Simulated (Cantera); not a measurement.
A Cantera script and what it prints.

```python
import numpy as np
import cantera as ct

gas_names = [...]  # 123 gases of nasa_gas.yaml made of C, H, O, Si
cond_names = """
    C(gr) C6H6(L) C7H8(L) C8H18(L),n-octa H2O(s) H2O(L) Si(cr) Si(L) SiC(b) SiO2(Lqz) SiO2(hqz) SiO2(L)
""".split()


# ... load() reads the species with a 1 bar reference pressure and builds the phases ...
atoms = {
    'TEOS': {'Si': 1, 'C': 8, 'H': 20, 'O': 4},
    'H2O': {'H': 2, 'O': 1},
}
top_T = {'C(gr)': 4500, 'SiC(b)': 3050}  # K; cautious upper limits of use, not melting points


# ... equilibrate(T, P, feed) seeds the gas with the atoms and calls Mixture.equilibrate('TP', solver="vcs", rtol=1e-11, max_steps=5000) ...
results = []
feed = {'TEOS': 1, 'H2O': 0.16}  # mol
T = 2025  # K
for P in [5, 36, 260, 1900, 14000, 100000]:
    mix = equilibrate(T, P, feed)
    results.append((T, P, feed, dict(zip(mix.species_names, mix.species_moles))))

top = {s: max(r[3][s] / sum(r[3][g] for g in gas_names) for r in results) for s in gas_names}
cols = sorted((s for s in top if top[s] > 1e-06), key=lambda s: -top[s])[:7]
seen = [c for c in cond_names if any(r[3].get(c, 0) > 1e-12 for r in results)]
print("log10 of partial pressures in bar; condensed amounts in mol")
print(f"{'P/Pa':>10s}" + "".join(f"{s[:9]:>10s}" for s in cols + seen))
for T, P, feed, n in results:
    ng = sum(n[g] for g in gas_names)
    print(f"{P:10.4g}" + "".join(f"{np.log10(max(n[s] / ng * P / 1e5, 1e-99)):10.3f}" for s in cols)
          + "".join(f"{n.get(c, 0):10.4g}" for c in seen))
```

Result:

```
log10 of partial pressures in bar; condensed amounts in mol
      P/Pa        H2        CO         H        Si       SiO      SiC2      Si2C     C(gr)    SiC(b)
         5    -4.599    -4.913    -5.015    -5.582    -7.045    -6.915    -7.225     3.753         0
        36    -3.643    -4.007    -4.537    -5.456    -6.014    -6.789    -6.973      3.05    0.7954
       260    -2.752    -3.134    -4.092    -5.456    -5.140    -6.789    -6.973     2.923    0.9371
      1900    -1.877    -2.265    -3.654    -5.456    -4.271    -6.789    -6.973     2.906    0.9562
   1.4e+04    -1.006    -1.396    -3.218    -5.456    -3.402    -6.789    -6.973     2.903    0.9588
     1e+05    -0.150    -0.541    -2.791    -5.456    -2.547    -6.789    -6.973       2.9    0.9592
```

These are equilibrium values from Cantera (NASA tables, ideal gas, pure condensed phases), not measurements of a reactor. The feed counts by its element totals alone.
